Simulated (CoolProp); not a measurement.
A closed Brayton cycle with carbon dioxide: compressor inlet 321.15 K and 8 MPa, high pressure 23.3 MPa, turbine inlet 840 K, compressor efficiency 0.89, turbine efficiency 0.85, recuperator effectiveness 0 (on enthalpy, no pinch check). Each further row changes one setting.

Model: reference Helmholtz-energy equation of state, Span 1996, in CoolProp.

```csv
case,thermal efficiency (%),net work (kJ/kg),compressor to turbine work,compressor exit (K),turbine exit (K)
as stated,14.4,82.5,0.38,408.1,718.2
turbine inlet 790 K,14.4,73.4,0.41,408.1,672.5
compressor inlet 331.15 K,14.0,75.5,0.44,425.0,718.2
high pressure 19.8 MPa,12.5,73.0,0.37,394.6,736.2
recuperator effectiveness 0.5,21.0,82.5,0.38,408.1,718.2
```
